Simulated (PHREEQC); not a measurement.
Consider water at 35 °C with 0.16 mol/kgw FeCl3, 0.042 mol/kgw CaCl2, 3.8e-05 mol/kgw H2SO4 and 0.00014 mol/kgw NaCl. Closed to the air; pH follows from the charge balance.

Computed with PHREEQC (ion-association model, phreeqc.dat).

Each row changes one thing in this solution. This is a speciation only: nothing precipitates in the calculation.

```csv
case,pH,ionic strength (mol/kgw),Cl- (mol/kgw),SO4-2 (mol/kgw),HSO4- (mol/kgw),CaSO4 (mol/kgw),SI of Gypsum (CaSO4:2H2O)
as made,1.87,0.660,0.419,4.47e-6,1.76e-6,1.35e-6,-3.51
temperature from 35 to 60 °C,1.76,0.663,0.427,4.69e-6,4.23e-6,1.44e-6,-3.48
NaCl replaced by KCl at the same molality,1.87,0.660,0.419,4.47e-6,1.76e-6,1.35e-6,-3.51
NaCl from 0.00014 to 0.00028 mol/kgw,1.87,0.660,0.419,4.48e-6,1.76e-6,1.35e-6,-3.51
0.02 mol/kgw Na2CO3 added,2.24,0.725,0.445,6.16e-6,9.96e-7,1.75e-6,-3.39
0.068 mol/kgw TMAH added,2.44,0.780,0.466,7.88e-6,7.67e-7,2.13e-6,-3.30
NaCl left out,1.87,0.660,0.419,4.47e-6,1.76e-6,1.35e-6,-3.51
FeCl3 replaced by CuCl2 at the same molality,3.98,0.511,0.355,1.56e-5,5.39e-8,5.61e-6,-2.90
H2SO4 from 3.8e-05 to 4.18e-05 mol/kgw,1.87,0.660,0.419,4.92e-6,1.94e-6,1.48e-6,-3.46
```

The ionic strength passes 0.7 mol/kgw, the rough limit of the ion-association models, in 0.02 mol/kgw Na2CO3 added; 0.068 mol/kgw TMAH added. Some of these states are supersaturated (in Hematite (slow to form), Goethite (slow to form), for instance). Constants without temperature data keep their 25 °C values here.
